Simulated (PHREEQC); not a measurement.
PHREEQC input (ion-association model, wateq4f.dat):

```
SOLUTION_MASTER_SPECIES
  An  An-  0  An  62.0  # stands for a non-complexing anion
SOLUTION_SPECIES
  An- = An-
    -log_k 0
    -gamma 3.0 0
PHASES
  Fix_H+
    H+ = H+
    -log_k 0
SOLUTION 1
  temp 25
  units mmol/kgw
  pH 7 charge
  Cl 0.00906
  Cu(2) 0.0038
  Mn(2) 0.00073
  Na 300
  An 300
END
SELECTED_OUTPUT 1
  -reset false
  -pH true
  -pe true
  -ionic_strength true
  -water true
  -totals Cl Cu Mn Na Cu(1) Cu(2) Mn(2) Mn(3) Mn(6) Mn(7)
  -molalities Hfo_wOH Hfo_wOH2+ Hfo_wO- Hfo_sOH Hfo_sOH2+ Hfo_sO- Hfo_sOMn+ Hfo_wOMn+ Hfo_sOCu+ Hfo_wOCu+
  -saturation_indices Pyrochroite Cu(OH)2 Atacamite Halite
USER_PUNCH 1
  -headings sigma psi
  10 PUNCH EDL("sigma", "Hfo"), EDL("psi", "Hfo")
PRINT
  -reset false
USE solution 1
SURFACE 1
  Hfo_wOH 0.000110112 600 0.049
  Hfo_sOH 2.75281e-06
EQUILIBRIUM_PHASES 1
  Fix_H+ -3 HAn 10
    -force_equality true
END
# ... the last block is repeated for the other 12 points of pH, with NaOH or the acid as the point needs
```

Selected output (columns that matter, 11 of 13 rows; pH added in front):

```
pH	mu	Cu	Mn	Na	m_Hfo_wOH	m_Hfo_wOH2+	m_Hfo_wO-	m_Hfo_sOH	si_Pyrochroite	si_Cu(OH)2	si_Atacamite	si_Halite	sigma	psi
3	0.30135	3.7999e-06	7.3e-07	0.3	7.4345e-07	0.00010937	1.1577e-10	1.8586e-08	-15.883	-8.6071	-15.48	-7.4549	0.36793	0.12555
3.67	0.30034	3.7969e-06	7.3e-07	0.3	3.2559e-06	0.00010685	2.2727e-09	8.1322e-08	-14.543	-7.267	-13.469	-7.4547	0.35946	0.12446
4.33	0.30012	3.7423e-06	7.3e-07	0.3	1.1662e-05	9.8408e-05	3.1662e-08	2.8653e-07	-13.223	-5.9532	-11.502	-7.4546	0.331	0.12031
5.67	0.30004	1.2182e-06	7.2944e-07	0.3	5.1509e-05	5.6639e-05	1.0731e-06	5.0086e-07	-10.543	-3.7619	-8.4591	-7.4546	0.19262	0.093394
6.33	0.30002	1.6502e-07	7.2468e-07	0.3	6.8632e-05	3.6963e-05	2.9194e-06	4.4915e-07	-9.2261	-3.3233	-8.242	-7.4546	0.12441	0.072689
7	0.30001	1.9987e-08	6.6686e-07	0.3	7.887e-05	2.3411e-05	6.0872e-06	4.7585e-07	-7.9223	-3.0886	-8.4425	-7.4546	0.069814	0.04836
7.67	0.30001	1.3226e-08	3.4414e-07	0.3	8.2737e-05	1.4855e-05	1.0557e-05	4.1632e-07	-6.8697	-2.8494	-8.6342	-7.4546	0.027872	0.021641
8.33	0.30001	2.043e-08	5.2024e-08	0.30001	8.2169e-05	9.5067e-06	1.627e-05	3.5159e-07	-6.371	-2.623	-8.8413	-7.4546	-0.0076621	-0.0061122
9.67	0.30009	6.3701e-08	3.9111e-10	0.30011	6.8881e-05	3.0153e-06	3.6048e-05	2.9003e-07	-5.8345	-2.1261	-9.1875	-7.4545	-0.094214	-0.060412
10.33	0.30035	1.4833e-07	5.1415e-11	0.30037	5.3808e-05	1.2525e-06	5.2956e-05	2.3245e-07	-5.4622	-1.7596	-9.1145	-7.4542	-0.15605	-0.083228
11	0.30151	4.6647e-07	1.2938e-11	0.30155	3.364e-05	3.4895e-07	7.4294e-05	1.6093e-07	-4.9449	-1.265	-8.7955	-7.4527	-0.23052	-0.1021
```

Complexes and solids missing from the database can't appear. The database's constant for dissolved Cu(OH)2 is higher than later reviews accept. The oxide is taken as insoluble; below pH 4 it would dissolve.
